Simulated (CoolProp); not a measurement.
Saturation properties of R1224YDZ (Tc = 428.7 K, pc = 3334 kPa, ω = 0.325).

Values from CoolProp's reference Helmholtz-energy equation of state, Akasaka 2023.

| T (K) | p (kPa) | liquid density (kg/m³) | vapour density (kg/m³) | enthalpy of vaporisation (kJ/kg) | liquid cp (kJ/(kg K)) |
|---|---|---|---|---|---|
| 323 | 329.2 | 1288 | … | 151.4 | 1.206 |
| 327.7 | 377.2 | 1274 | 23.23 | 148.8 | 1.219 |
| 332.4 | 430.3 | 1259 | 26.44 | 146.0 | 1.231 |
| 337 | 487.5 | 1244 | 29.92 | 143.3 | 1.245 |
| 341.7 | 551.7 | 1229 | 33.87 | 140.4 | 1.259 |
| 346.4 | 622.1 | 1213 | 38.23 | … | 1.274 |
| 351.1 | … | … | 43.07 | 134.2 | 1.290 |
| 355.8 | 782.8 | 1179 | 48.43 | 130.9 | 1.307 |
| 360.4 | 871.8 | 1162 | … | 127.6 | 1.326 |
| 365.1 | 970.4 | 1144 | 60.80 | 124.1 | … |
| 369.8 | 1077 | 1125 | 68.11 | 120.3 | 1.368 |
| 374.5 | 1192 | 1106 | 76.25 | 116.4 | 1.392 |
| 379.2 | 1317 | 1085 | 85.35 | 112.3 | 1.419 |
| 383.9 | 1450 | 1064 | 95.56 | 107.9 | 1.450 |
| 388.5 | 1591 | … | … | 103.3 | 1.486 |

Problem. Complete the blanks.

Solution. 
- 323, vapour density (kg/m³): 20.34
- 346.4, enthalpy of vaporisation (kJ/kg): 137.3
- 351.1, p (kPa): 699.0
- 351.1, liquid density (kg/m³): 1196
- 360.4, vapour density (kg/m³): 54.23
- 365.1, liquid cp (kJ/(kg K)): 1.346
- 388.5, liquid density (kg/m³): 1041
- 388.5, vapour density (kg/m³): 106.8

It boils at 288.0 K under 1 atm.
